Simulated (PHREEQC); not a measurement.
Dissolve 3 mmol/kgw BaCl2, 0.44 mmol/kgw CO2 and 4 mmol/kgw KCl at 25 °C. Closed to the air; pH follows from the charge balance.

Equilibrium calculation in PHREEQC: Pitzer model, pitzer.dat.

```json
[
 {"quantity": "pH", "before": "4.86", "after": "2.45"},
 {"quantity": "CO2 (mol/kgw)", "before": "0.000424", "after": "0.000440"},
 {"quantity": "HCO3- (mol/kgw)", "before": "1.57e-5", "after": "6.38e-8"}
]
```

### Question
Name the change that produced these shifts.
A) KCl replaced by HCl at the same molality
B) CO2 from 0.00044 to 0.00022 mol/kgw
C) CO2 from 0.00044 to 0.0044 mol/kgw
D) diluted 5-fold with water
E) BaCl2 from 0.003 to 0.0027 mol/kgw

### Answer
A, KCl replaced by HCl at the same molality

This is a speciation only: nothing precipitates in the calculation.
